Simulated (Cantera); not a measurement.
Mixture: H₂ : O₂ : N₂ : H₂O = 1 : 0.641 : 3.4 : 0.55 (molar parts), equivalence ratio 0.78, at 36.5 atm, adiabatic and at constant pressure. Ignition delay is the time to a rise of 400 K.

Cantera simulation using GRI-Mech 3.0 (53 species, 325 reactions); the numbers are that mechanism's predictions, not measurements. The hydrogen kinetics of GRI-Mech 3.0 are dated; newer H2 mechanisms differ, most at raised pressure. The pressure lies above the range GRI-Mech 3.0 was tuned for (to about 10 atm).

Task: Predict: delay at 1250 K; delay at 1400 K; delay at 1550 K; delay at 1700 K; apparent activation energy between 1625 and 1775 K.

Result: 
| Property | Result |
|---|---|
| delay at 1250 K | 92.0 µs |
| delay at 1400 K | 12.7 µs |
| delay at 1550 K | 1.92 µs |
| delay at 1700 K | 0.515 µs |
| apparent activation energy between 1625 and 1775 K | 150 kJ/mol |
